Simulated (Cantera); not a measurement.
A closed system holds: 1 mol SiH2Cl2, 0.029 mol C3H8, 12 mol H2, at 2027 °C and 55.5 Torr.

Equilibrium computed with Cantera from the NASA thermochemical tables; the gas is ideal and each condensed phase is pure. Candidate condensed phases: C, C6H6, C7H8, C8H18, Si, SiC; 109 gas species. Mutual solubility and eutectic melting of coexisting phases are not modelled. The tables' values for SiCl, SiCl3 are old estimates; treat these amounts as uncertain. Gases not in the tables: Si2H6 and higher silanes. Kinetics and transport are ignored.

Base state: H2 0.834, HCl 0.0940, H 0.0325, SiCl2 0.0186, Si 0.0126, SiCl 0.00298, Cl 0.00264, SiH 0.00115 (mole fractions); condensed: Si(l) + SiC(s).

### Question
What changes in the equilibrium state with this change: H2 from 12 to 110 mol?

### Answer
```tsv
species	before	after
H2	0.834	0.940
H	0.0325	0.0345
HCl	0.0940	0.0162
SiCl2	0.0186	0.000251
Si	0.0126	0.00644
SiCl3	4.80e-5	1.05e-7
SiCl	0.00298	0.000247
Si3	4.55e-5	6.08e-6
Cl	0.00264	0.000428
Si(l), mol	0.370	0
SiC(s), mol	0.0688	0
```
The tables' values for SiCl are old estimates; treat these amounts as uncertain.
